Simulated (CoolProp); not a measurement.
Vapour-liquid equilibrium of R22 (1) + R115 (2) at 0.0785 MPa; x and y are mole fractions of (1).

Values from CoolProp's multi-fluid Helmholtz-energy mixture model, Kamei 1995 and Lemmon 2016; pair parameters Bell 2016.

```
x      bubble temperature, mixture model (°C)  bubble temperature, Raoult's law (°C)  y, mixture model  y, Raoult's law
-----  --------------------------------------  -------------------------------------  ----------------  ---------------
0.05                                    -46.9                                  -44.8             0.135            0.053
0.125                                   -48.7                                  -44.9             0.251            0.132
0.2                                     -49.6                                  -45.1             0.320            0.211
0.275                                   -50.1                                  -45.2             0.368            0.288
0.35                                    -50.3                                  -45.3             0.407            0.365
0.425                                   -50.4                                  -45.4             0.443            0.441
0.5                                     -50.4                                  -45.5             0.480            0.516
0.575                                   -50.3                                  -45.6             0.522            0.591
0.65                                    -50.0                                  -45.7             0.573            0.665
0.725                                   -49.6                                  -45.8             0.634            0.738
0.8                                     -48.9                                  -45.9             0.709            0.810
0.875                                   -48.0                                  -46.0             0.801            0.882
0.95                                    -46.9                                  -46.1             0.913            0.953
```

The largest gap from Raoult's law is -5.0 K in bubble temperature, at x = 0.425. y crosses x between x = 0.425 and 0.5: the model has an azeotrope there.

Pair parameters are fitted to limited data, so mixtures are less certain than the pure fluids.
